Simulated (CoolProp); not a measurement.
Values from CoolProp's reference Helmholtz-energy equation of state, Lemmon 2013.

**Question.** Give the vapour pressure (MPa), liquid density (kg/m³), vapour density (kg/m³), surface tension (mN/m) of saturated propylene at 305, 342.3, 351.6 K.

**Answer.** 
```
T (K)  p (MPa)  liquid density (kg/m³)  vapour density (kg/m³)  surface tension (mN/m)
-----  -------  ----------------------  ----------------------  ----------------------
305       1.36                     494                    29.1                    6.11
342.3     3.03                     408                    75.3                    1.88
351.6     3.61                     374                    99.3                   0.976
```

Surface tension comes from a separate correlation (Mulero 2012).
